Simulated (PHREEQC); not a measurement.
Model water analysis in mmol/kgw, 20 °C, pH 7.31, pe 8: Na 99.1; K 0.00691; Ca 6.92; Mg 13.1; Cl 130; S(6) 2.67; Alkalinity (meq/kgw) 2.73; Br 0.0641.

Valence states are taken as typed.

Equilibrium calculation in PHREEQC: ion-association model, wateq4f.dat.

The ionic strength is 0.157 mol/kgw and the charge-balance error is 0.4 %.

```
species  molality  activity   log γ
-------  --------  --------  ------
Cl-         0.130    0.0951  -0.136
Na+        0.0988    0.0749  -0.120
Mg+2       0.0125   0.00456  -0.437
Ca+2      0.00662   0.00229  -0.460
HCO3-     0.00242   0.00185  -0.118
SO4-2     0.00169  0.000544  -0.493
MgSO4    0.000492  0.000510   0.016
NaSO4-   0.000259  0.000198  -0.118
```

No solid was allowed to form.
